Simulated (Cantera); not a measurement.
A closed system holds: 1 mol CCl4, a varied amount of H2, held at 1498 K and 0.390 bar.

Method: chemical equilibrium by Gibbs-energy minimisation in Cantera with the NASA 1993 tables (ideal gas, pure condensed phases). Candidate condensed phases: C, C6H6, C7H8, C8H18; 91 gas species. Rates play no part.

### Question
At 0.71 mol H2, list the 4 most abundant gas species with their mole fractions, and the condensed phases.

### Answer
HCl 0.508, Cl2 0.431, Cl 0.0606, CCl4 1.49e-5. Condensed: C(graphite).
